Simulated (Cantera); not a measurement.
Input: 1 mol CH3F, 2 mol HCl, 3.2 mol H2, equilibrated at 2.70 mbar.

Equilibrium computed with Cantera from the NASA thermochemical tables; the gas is ideal and each condensed phase is pure. Candidate condensed phases: C, C6H6, C7H8, C8H18; 118 gas species. Rates play no part.

Task: Which condensed phases are stable at each of these points (T (°C)): 1800, 1900, 2000, 2100, 2200, 2300, 2400, 2500, 2600, 2700, 2800, 2900?

Result: 
```tsv
T (°C)	condensed phases	C condensed (%)
1800	C(graphite)	99.0
1900	C(graphite)	98.2
2000	C(graphite)	97.0
2100	C(graphite)	95.3
2200	C(graphite)	92.8
2300	C(graphite)	88.7
2400	C(graphite)	79.6
2500	C(graphite)	52.0
2600	gas only	0.0
2700	gas only	0.0
2800	gas only	0.0
2900	gas only	0.0
```

From 1800 °C to 2500 °C the condensed part is C(graphite). From 2600 °C to 2900 °C nothing is condensed.
